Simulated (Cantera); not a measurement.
A perfectly stirred reactor is fed with 28.6 % C3H8, 71.4 % H2, at 0.000360 bar; it is held at 1398 K, and followed from long to short residence time.

Cantera simulation using GRI-Mech 3.0 (53 species, 325 reactions); the numbers are that mechanism's predictions, not measurements. GRI-Mech 3.0 was tuned for natural gas; its chemistry of propane as a main component is partial and can be far from experiment. GRI-Mech 3.0 stops at C3 and has no aromatics, soot or wall deposition, so with more carbon than oxygen in the feed, carbon stays in small species such as C2H2 where larger ones or solid carbon would form. Radical loss at walls, strong at low pressure, is not modelled.

One state of this run: x C3H8 = 0.0355; x H2 = 0.591; x CH4 = 0.175; x C2H4 = 0.139; x C2H6 = 0.00113. x: mole fraction; the columns are a selection and need not sum to one.

### Question
Which value of τ (s) does it belong to?
A) 0.0036
B) 0.11
C) 0.014
D) 0.028

### Answer
B, 0.11
